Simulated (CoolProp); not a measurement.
Values from CoolProp's reference Helmholtz-energy equation of state, Tillner-Roth 1997.

**Question.** For CH2F2 (R32), give the phase and the cp (kJ/(kg K)), isothermal compressibility (1/MPa), conductivity (mW/(m K)) at 24.95 °C and 26600 kPa; 142.25 °C and 26600 kPa.

**Answer.** 
- 24.95 °C and 26600 kPa: liquid; cp 1.62, isothermal compressibility 0.00266, conductivity 155
- 142.25 °C and 26600 kPa: supercritical; cp 1.97, isothermal compressibility 0.0164, conductivity 89.5

Thermal conductivity comes from a separate model (Huber 2003), an estimate that may be off by 10 % or more.
